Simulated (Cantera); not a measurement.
Input: 1 mol TEOS, 0.22 mol CO₂, 51 mol N₂, at 1777 °C and 0.660 bar.

Method: chemical equilibrium by Gibbs-energy minimisation in Cantera with the NASA 1993 tables (ideal gas, pure condensed phases). The feed counts by its element totals alone. Kinetics and transport are ignored.

```csv
species,before,after
N₂,0.776,0.826
H₂,0.149,0.142
CO,0.0671,0.0232
SiO,0.000700,0.000242
C₂H₂ (acetylene),0.000158,0.000151
H,0.00108,0.00105
HCN,0.00607,0.00613
HNC,0.000377,0.000381
"C(graphite), mol",2.43,2.39
"SiC(s), mol",0.953,1.98
```
Gas species are given as mole fractions.

Q: Name the change that produced these shifts.
A) TEOS replaced by HMDSO
B) 2 mol H₂O added
C) pressure from 0.660 bar to 0.130 bar
D) pressure from 0.660 bar to 1.33 mbar

A: A, TEOS replaced by HMDSO
